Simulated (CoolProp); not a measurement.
Properties of CH3F (R41) along the isotherm 228 K (Tc = 317.3 K, pc = 59.06 bar, ω = 0.200).

Model: reference Helmholtz-energy equation of state, Lemmon 2006, in CoolProp. It is a short technical equation, of lower accuracy than the large ones.

```
p (bar)   phase  density (kg/m³)  cp (kJ/(kg K))  speed of sound (m/s)  expansivity (1/kK)
-------  ------  ---------------  --------------  --------------------  ------------------
36.9     liquid            813.8           2.137                 920.7               2.882
73.8     liquid            821.2           2.106                 951.7               2.725
111      liquid            828.0           2.080                 980.8               2.590
148      liquid            834.4           2.058                  1008               2.475
185      liquid            840.3           2.038                  1033               2.374
221      liquid            845.8           2.021                  1057               2.288
258      liquid            851.2           2.006                  1080               2.208
295      liquid            856.3           1.992                  1102               2.136
```
